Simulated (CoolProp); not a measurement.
Model: reference Helmholtz-energy equation of state, Gedanitz 2015, in CoolProp.

Problem. For cyclopentane, give the phase and the density (kg/m³), cp (kJ/(kg K)), expansivity (1/kK), conductivity (mW/(m K)) at 242.2 K and 48.6 kPa.

Solution. 
- 242.2 K and 48.6 kPa: liquid; density 793, cp 1.57, expansivity 1.15, conductivity 149

Thermal conductivity comes from a separate model (Vassiliou 2015).
